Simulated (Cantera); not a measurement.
Cantera run, input and output.

```python
import numpy as np
import cantera as ct

gas = ct.Solution("gri30.yaml")
gas.TPX = 1450, 380000, {'CH4': 1, 'O2': 0.833, 'N2': 4.3, 'CO2': 0.92}
reactor = ct.IdealGasReactor(gas, energy="on", clone=False)
net = ct.ReactorNet([reactor])
net.rtol, net.atol = 1e-08, 1e-16
show = ['CH4', 'O2', 'CO2', 'HCN', 'N2O']
times = np.geomspace(8e-06, 8, 15)

steps = ct.SolutionArray(gas, extra=["t"])
rows = []
print(f"{'t/s':>10s}{'T/K':>9s}{'P/Pa':>11s}" + "".join(f"{s:>11s}" for s in show))
for t in times:
    while net.time < t:
        t_next = net.step()
        steps.append(gas.state, t=t_next)
    rows.append([np.interp(t, steps.t, y) for y in (steps.T, steps.P, *steps(*show).X.T)])
    print(f"{t:10.3e}{rows[-1][0]:9.1f}{rows[-1][1]:11.4g}" + "".join(f"{x:11.3e}" for x in rows[-1][2:]))
rate = np.gradient(steps.T, steps.t)
print("integrator steps:", len(steps.t))
if steps.T.max() > steps.T[0] + 200:
    print(f"time of steepest temperature rise: {steps.t[rate.argmax()]:.4e} s")
gas.TPX = 1450, 380000, {'CH4': 1, 'O2': 0.833, 'N2': 4.3, 'CO2': 0.92}
gas.equilibrate("UV")
print(f"equilibrium (UV): T = {gas.T:.1f} K  " + "  ".join(f"{s} {gas[s].X[0]:.3e}" for s in show))
```

It prints:

```
       t/s      T/K       P/Pa        CH4         O2        CO2        HCN        N2O
 8.000e-06   1450.0    3.8e+05  1.418e-01  1.181e-01  1.304e-01  1.980e-18  3.356e-12
 2.146e-05   1450.0    3.8e+05  1.418e-01  1.181e-01  1.304e-01  1.742e-17  2.002e-11
 5.757e-05   1450.0    3.8e+05  1.417e-01  1.181e-01  1.304e-01  1.827e-16  9.539e-11
 1.545e-04   1450.4  3.801e+05  1.416e-01  1.180e-01  1.304e-01  1.676e-15  3.217e-10
 4.144e-04   1453.1  3.808e+05  1.408e-01  1.176e-01  1.304e-01  1.005e-14  1.278e-09
 1.112e-03   1476.4  3.873e+05  1.354e-01  1.143e-01  1.303e-01  1.867e-13  9.126e-09
 2.982e-03   2201.7  6.722e+05  1.669e-04  3.888e-07  5.015e-02  2.460e-05  4.563e-09
 8.000e-03   2200.2  6.723e+05  7.932e-10  4.025e-07  4.979e-02  1.726e-06  4.719e-09
 2.146e-02   2200.5  6.724e+05  7.751e-10  4.037e-07  4.980e-02  1.023e-06  2.709e-09
 5.757e-02   2200.6  6.724e+05  7.688e-10  4.045e-07  4.980e-02  5.768e-07  1.872e-09
 1.545e-01   2200.7  6.724e+05  7.674e-10  4.048e-07  4.980e-02  4.316e-07  1.696e-09
 4.144e-01   2200.7  6.724e+05  7.673e-10  4.048e-07  4.980e-02  4.224e-07  1.687e-09
 1.112e+00   2200.7  6.724e+05  7.673e-10  4.048e-07  4.980e-02  4.224e-07  1.687e-09
 2.982e+00   2200.7  6.724e+05  7.673e-10  4.048e-07  4.980e-02  4.224e-07  1.687e-09
 8.000e+00   2200.7  6.724e+05  7.673e-10  4.048e-07  4.980e-02  4.224e-07  1.687e-09
integrator steps: 2203
time of steepest temperature rise: 1.7422e-03 s
equilibrium (UV): T = 2200.7 K  CH4 8.515e-10  O2 4.048e-07  CO2 4.980e-02  HCN 4.224e-07  N2O 1.687e-09
```

Detailed kinetics in Cantera: GRI-Mech 3.0 (53 species, 325 reactions).
